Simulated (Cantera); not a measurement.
Titanium nitride, carbide and oxide coatings: Ti(OiPr)4 + C3H8 + H2

Input: 1 mol Ti(OiPr)4, 1.1 mol C3H8, 67 mol H2, held at 13300 Pa.

Method: chemical equilibrium by Gibbs-energy minimisation in Cantera with the NASA 1993 tables (ideal gas, pure condensed phases). Candidate condensed phases: C, C6H6, C7H8, C8H18, H2O, Ti, TiC, TiO, TiO2, Ti2O3, Ti3O5, Ti4O7; 113 gas species. The feed counts by its element totals alone. TiC: taken at fixed stoichiometry. Condensed phases not in the tables: Magnéli phases beyond Ti4O7. Equilibrium is a limit: real reactors are often held back by kinetics, nucleation or transport.

At 1173 K the condensed part is C(graphite) + Ti4O7(s). From 1273 K to 2273 K the condensed part is C(graphite) + TiC(s).

```csv
T (K),log p H2,log p CO,log p H,log p C2H2 (acetylene),log p CH4,log p H2O,log p CH3,log p C4H2,n C(graphite),n Ti4O7(s),n TiC(s)
1173,-0.89,-2.47,-7.37,-8.10,-3.49,-4.80,-8.69,<-12,12.8,0.250,0
1273,-0.90,-2.22,-6.59,-7.33,-3.82,-5.04,-8.23,<-12,10.2,0,1.00
1373,-0.90,-2.22,-5.93,-6.66,-4.09,-5.45,-7.82,-12.84,10.2,0,1.00
1473,-0.90,-2.22,-5.35,-6.08,-4.32,-5.80,-7.47,-11.69,10.3,0,1.00
1573,-0.90,-2.22,-4.84,-5.58,-4.53,-6.10,-7.16,-10.68,10.3,0,1.00
1673,-0.90,-2.22,-4.39,-5.14,-4.71,-6.37,-6.89,-9.79,10.3,0,1.00
1773,-0.90,-2.22,-3.99,-4.75,-4.87,-6.61,-6.66,-9.01,10.3,0,1.00
1873,-0.90,-2.22,-3.64,-4.40,-5.01,-6.82,-6.45,-8.31,10.2,0,1.00
1973,-0.90,-2.23,-3.32,-4.09,-5.13,-7.01,-6.26,-7.68,10.2,0,1.00
2073,-0.90,-2.23,-3.03,-3.81,-5.25,-7.18,-6.09,-7.12,10.1,0,1.000
2173,-0.90,-2.23,-2.77,-3.56,-5.36,-7.33,-5.94,-6.60,9.92,0,1.000
2273,-0.91,-2.23,-2.53,-3.33,-5.46,-7.48,-5.81,-6.14,9.66,0,1.000
```
log p: log10 of the partial pressure in bar; n: condensed amount in mol.
